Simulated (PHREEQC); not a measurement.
LiOH is added in steps, without added water, to 1 kg of water holding 6.1 mmol/kgw NH3, 0.86 mmol/kgw K2SiO3 and 0.04 mmol/kgw K2CO3, at 20 °C. O2 is buffered at 0.21 atm. No CO2 enters from the air. The run lets SiO2(a) precipitate or redissolve, and no other solid.

Base run: PHREEQC, ion-association model, wateq4f.dat. Each further column changes one thing. The table gives HCO3- (mol/kgw).

```tsv
LiOH added (mol)	base	Debye-Hückel limiting law	database phreeqc.dat	all activity coefficients set to 1	Davies equation for every ion
0	5.06e-6	5.02e-6	5.09e-6	5.50e-6	5.04e-6
0.001138	2.60e-6	2.57e-6	2.62e-6	?	2.59e-6
0.001706	2.07e-6	2.04e-6	2.08e-6	2.32e-6	2.06e-6
0.002844	1.45e-6	1.42e-6	1.46e-6	1.66e-6	1.44e-6
0.003413	1.26e-6	1.23e-6	1.27e-6	1.45e-6	1.25e-6
0.00455	9.91e-7	9.65e-7	9.99e-7	1.16e-6	9.83e-7
0.005687	8.15e-7	7.90e-7	8.21e-7	9.63e-7	8.07e-7
0.006256	7.47e-7	7.23e-7	7.53e-7	?	7.40e-7
0.007394	6.40e-7	6.17e-7	6.45e-7	7.68e-7	6.33e-7
0.007963	5.97e-7	5.74e-7	6.02e-7	?	5.90e-7
0.0091	5.25e-7	5.03e-7	5.30e-7	6.39e-7	5.19e-7
```

Problem. Some entries are withheld; supply them.

Solution. 
- 0.001138, all activity coefficients set to 1: 2.90e-6
- 0.006256, all activity coefficients set to 1: 8.88e-7
- 0.007963, all activity coefficients set to 1: 7.20e-7

 phreeqc.dat and wateq4f.dat share most of their constants, so their agreement is no independent check. Solids allowed in the column 'database phreeqc.dat': Chalcedony.
